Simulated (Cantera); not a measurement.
**Ignition delay**

Mixture: 18.8 % CH₄, 19.8 % O₂, 61.4 % N₂, equivalence ratio 1.9, at 20.0 bar, adiabatic and at constant volume. Ignition delay is the time to a rise of 400 K.

Detailed kinetics in Cantera: GRI-Mech 3.0 (53 species, 325 reactions). The pressure lies above the range GRI-Mech 3.0 was tuned for (to about 10 atm).

| T0 (K) | delay (ms) |
|---|---|
| 1225 | 1.80 |
| 1300 | 0.767 |
| 1375 | 0.347 |
| 1450 | 0.165 |
| 1525 | 0.0815 |
| 1600 | 0.0417 |
| 1675 | 0.0221 |

```yaml
apparent activation energy between 1525 and 1675 K: 180 kJ/mol
```
